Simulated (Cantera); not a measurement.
An isothermal, constant-pressure homogeneous reactor starts with 0.463 % CO, 2.99 % O₂, 0.135 % H₂O, 96.4 % N₂, at 1500 K and 6.60 bar.

Model: GRI-Mech 3.0 (53 species, 325 reactions), integrated in Cantera.

One state of this run: x CO = 5.35e-8; x O₂ = 0.0276; x H₂O = 0.00135; x HO₂ = 7.90e-9; x NO₂ = 1.00e-8; x O = 2.64e-7; x OH = 3.43e-6. x: mole fraction; the columns are a selection and need not sum to one.

Task: Which value of t (s) does it belong to?
A) 0.00662
B) 1.15
C) 0.0186
D) 0.00236

Result: B, 1.15
